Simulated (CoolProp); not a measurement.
Vapour-liquid equilibrium of carbon dioxide (1) + R134a (2) at 274.5 K; x and y are mole fractions of (1).

Values from CoolProp's multi-fluid Helmholtz-energy mixture model, Span 1996 and Tillner-Roth 1994; pair parameters Bell 2016.

```
x     bubble pressure, mixture model (bar)  bubble pressure, Raoult's law (bar)  y, mixture model  y, Raoult's law
----  ------------------------------------  -----------------------------------  ----------------  ---------------
0.05                                 4.245                                4.726             0.289            0.382
0.2                                  8.353                                9.682             0.670            0.746
0.35                                 12.99                                14.64             0.811            0.863
0.5                                  17.83                                19.59             0.881            0.922
0.65                                 22.78                                24.55             0.925            0.956
0.8                                  27.99                                29.51             0.958            0.979
0.95                                 33.89                                34.46             0.989            0.996
```

The largest gap from Raoult's law is -13.7 % in bubble pressure, at x = 0.2. No azeotrope shows between x = 0.05 and 0.95.

The pair parameters rest on a limited set of measurements; away from them the model extrapolates.
